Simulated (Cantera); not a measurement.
Cantera run:

```python
import numpy as np
import cantera as ct

gas_names = """
    OH H2 O3 NbO2
""".split()
cond_names = """
    NbO2(I) NbO2(II) NbO2(III) NbO2(L) Nb2O5(s) Nb2O5(L) Nb(cr) Nb(L)
""".split()


def load(file, names, dense=False):
    # The tables refer to 1 bar. Condensed volumes are neglected.
    table = {s.name: s for s in ct.Species.list_from_file(file)}
    out = []
    for n in names:
        d = dict(table[n].input_data)
        d["thermo"] = dict(d["thermo"], **{"reference-pressure": 1e5})
        if dense:
            d["equation-of-state"] = {"model": "constant-volume", "density": "1e6 g/cm^3"}
        out.append(ct.Species.from_dict(d))
    return out


species = {s.name: s for s in load("nasa_gas.yaml", gas_names) + load("nasa_condensed.yaml", cond_names)}
# Each term lists the table entries of one substance; the one whose range holds T is used.
reactions = {
    '4 NbO2 + 2 OH(g) = H2(g) + 2 Nb2O5':
        [(-4, ['NbO2(I)', 'NbO2(II)', 'NbO2(III)', 'NbO2(L)']), (-2, ['OH']), (1, ['H2']), (2, ['Nb2O5(s)', 'Nb2O5(L)'])],
    '2 O3(g) + 3 Nb = 3 NbO2(g)':
        [(-2, ['O3']), (-3, ['Nb(cr)', 'Nb(L)']), (3, ['NbO2'])],
}


def pick(names, T):
    return next(species[n] for n in names if species[n].thermo.min_temp <= T <= species[n].thermo.max_temp)


results = []
for label, terms in reactions.items():
    print(label)
    print("     T/K   dH/kJ  dS/(J/K)   dG/kJ   log10 K")
    for T in [775, 875, 975, 1075, 1175]:
        used = [(nu, pick(names, T)) for nu, names in terms]
        dH = sum(nu * s.thermo.h(T) for nu, s in used) / 1e6
        dS = sum(nu * s.thermo.s(T) for nu, s in used) / 1e3
        dG = dH - T * dS / 1e3
        logK = -dG * 1e6 / (ct.gas_constant * T * np.log(10))
        results.append((label, T, dH, dS, dG, logK, [s.name for _, s in used]))
        print(f"{T:8g} {dH:8.1f} {dS:8.1f} {dG:8.1f} {logK:8.2f}")
```

It prints:

```
4 NbO2 + 2 OH(g) = H2(g) + 2 Nb2O5
     T/K   dH/kJ  dS/(J/K)   dG/kJ   log10 K
     775   -696.1   -176.3   -559.5    37.71
     875   -697.2   -177.6   -541.8    32.34
     975   -699.5   -180.1   -523.9    28.07
    1075   -702.8   -183.3   -505.7    24.57
    1175   -721.2   -200.1   -486.1    21.61
2 O3(g) + 3 Nb = 3 NbO2(g)
     T/K   dH/kJ  dS/(J/K)   dG/kJ   log10 K
     775   -894.4    210.1  -1057.2    71.25
     875   -897.0    206.9  -1078.0    64.35
     975   -899.8    203.9  -1098.5    58.85
    1075   -902.6    201.1  -1118.8    54.36
    1175   -905.4    198.6  -1138.8    50.62
```

Cantera with NASA thermochemical tables; ideal gases at 1 bar, condensed phases pure. Condensed species are held in their standard states even where they would react or evaporate.
